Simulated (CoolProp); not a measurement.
Vapour-liquid equilibrium of cyclohexane (1) + m-xylene (2) at 125.95 °C; x and y are mole fractions of (1).

The numbers come from the multi-fluid Helmholtz-energy mixture model, Zhou 2014 and Zhou 2012; pair parameters Bell 2016 in CoolProp.

| x | bubble pressure, mixture model (bar) | bubble pressure, Raoult's law (bar) | y, mixture model | y, Raoult's law |
|---|---|---|---|---|
| 0.05 | 0.8677 | 0.8334 | 0.224 | 0.199 |
| 0.2 | 1.333 | 1.224 | 0.562 | 0.541 |
| 0.35 | 1.753 | 1.615 | 0.719 | 0.717 |
| 0.5 | 2.135 | 2.006 | 0.813 | 0.825 |
| 0.65 | 2.490 | 2.397 | 0.880 | 0.897 |
| 0.8 | 2.835 | 2.788 | 0.934 | 0.950 |
| 0.95 | 3.187 | 3.179 | 0.984 | 0.989 |

The largest gap from Raoult's law is +8.9 % in bubble pressure, at x = 0.2. No azeotrope shows between x = 0.05 and 0.95.

The pair parameters rest on a limited set of measurements; away from them the model extrapolates.
